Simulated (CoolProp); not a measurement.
Vapour-liquid equilibrium of carbon dioxide (1) + R142b (2) at -25.05 °C; x and y are mole fractions of (1).

The numbers come from the multi-fluid Helmholtz-energy mixture model, Span 1996 and Lemmon 2006; pair parameters Bell 2016 in CoolProp.

Q: Give the bubble pressure and the first vapour's composition at x = 0.55, 0.65, 0.75. Is there an azeotrope?

A: x = 0.55: 930.0 kPa, y = 0.968; x = 0.65: 1088 kPa, y = 0.976; x = 0.75: 1244 kPa, y = 0.984. No azeotrope shows between x = 0.05 and 0.95.

Pair parameters are fitted to limited data, so mixtures are less certain than the pure fluids.
